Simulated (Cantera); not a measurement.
**Premixed flame**

A freely propagating, adiabatic, planar premixed flame of 50.6 % H₂, 8.09 % O₂, 41.3 % N₂, unburnt at 625 K and 10.0 bar; mixture-averaged transport, grid criteria slope 0.08 and curve 0.16, no radiation.

Cantera simulation using the H2/O2 subset of GRI-Mech 3.0, which has no nitrogen chemistry; the numbers are that mechanism's predictions, not measurements. The hydrogen kinetics of GRI-Mech 3.0 are dated; newer H2 mechanisms differ, most at raised pressure. Burning velocities carry a grid error of a few per cent, more on coarse grids.

```csv
z (mm),T (K),u (m/s),x H₂,x O₂,x H,x HO₂,x H₂O₂,x O
-0.0970,625,4.68,0.506,0.0809,<1e-8,<1e-8,<1e-8,<1e-8
-0.0647,625,4.68,0.506,0.0810,<1e-8,1.14e-7,<1e-8,<1e-8
-0.0485,627,4.69,0.505,0.0811,<1e-8,8.84e-7,5.58e-8,<1e-8
-0.0323,637,4.74,0.502,0.0815,1.50e-8,1.97e-5,1.24e-6,3.16e-8
-0.0162,778,5.62,0.481,0.0804,0.000141,0.000743,5.45e-5,1.10e-5
-0.00808,1044,7.37,0.452,0.0688,0.00210,0.000660,8.24e-5,0.000102
0,1340,9.34,0.415,0.0459,0.00821,0.000337,2.94e-5,0.000319
0.00808,1540,10.7,0.385,0.0234,0.0149,0.000157,5.56e-6,0.000347
0.0162,1647,11.4,0.370,0.0101,0.0181,6.59e-5,2.02e-6,0.000206
0.0323,1734,12.0,0.362,0.00185,0.0173,1.15e-5,5.39e-7,5.16e-5
0.0647,1791,12.4,0.364,0.000127,0.0125,7.50e-7,1.02e-7,1.19e-5
0.129,1830,12.6,0.367,4.41e-6,0.00750,3.01e-8,2.85e-8,4.01e-6
0.259,1854,12.7,0.369,3.86e-7,0.00413,<1e-8,<1e-8,1.26e-6
```
x: mole fraction of selected species; z is measured from the peak of heat release.

| Property | Value |
|---|---|
| laminar burning velocity | 468 cm/s |
| thermal thickness | 0.0323 mm |
| peak x(H) | 0.0184 |
| peak x(HO₂) | 0.000852 |
| peak x(H₂O₂) | 8.61e-5 |
| peak x(O) | 0.000372 |
